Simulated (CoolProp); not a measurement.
The fluid at 244.88 K and 2.23 MPa (liquid) is heated at constant pressure to 332 K. The same conditions are run with several fluids, on thermodynamics alone (safety and materials aside).

Model: reference Helmholtz-energy equation of state of each fluid (nitrous oxide: Lemmon 2006; R236FA: Pan 2012; chlorine: Thol 2021; methanol: de Reuck 1993; R125: Lemmon 2005), in CoolProp.

Problem. Rank nitrous oxide, R236FA, chlorine, methanol, R125 by heat (kJ/kg), highest first.

Solution. nitrous oxide (373), methanol (217), R125 (200), R236FA (106), chlorine (85.6)

```tsv
fluid	final phase	final density (kg/m³)
nitrous oxide	gas	39.0
R236FA	liquid	1250
chlorine	liquid	1280
methanol	liquid	756
R125	gas	136
```
